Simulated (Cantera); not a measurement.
Input: 1 mol borazine, 5.5 mol NH3, held at 13.3 mbar.

Equilibrium computed with Cantera from the NASA thermochemical tables; the gas is ideal and each condensed phase is pure. Candidate condensed phases: B, BN; 15 gas species. The feed counts by its element totals alone. The tables' values for BH2 are old estimates; treat these amounts as uncertain. Kinetics and transport are ignored. All values below are at 1902 °C.

Base state: H2 0.769, N2 0.193, H 0.0371, BH2 0.000642, B 0.000103, BH 1.32e-5 (mole fractions); condensed: BN(s).

Problem. What changes in the equilibrium state with this change: pressure from 13.3 mbar to 3.70 mbar?

Solution. 
```json
[
 {"species": "H2", "before": "0.769", "after": "0.668"},
 {"species": "N2", "before": "0.193", "after": "0.265"},
 {"species": "H", "before": "0.0371", "after": "0.0656"},
 {"species": "BH2", "before": "0.000642", "after": "0.000786"},
 {"species": "B", "before": "0.000103", "after": "0.000523"},
 {"species": "BN", "before": "3.76e-6", "after": "1.18e-5"},
 {"species": "BH", "before": "1.32e-5", "after": "3.29e-5"},
 {"species": "BN(s), mol", "before": "2.99", "after": "0"},
 {"species": "B(s), mol", "before": "0", "after": "2.98"}
]
```
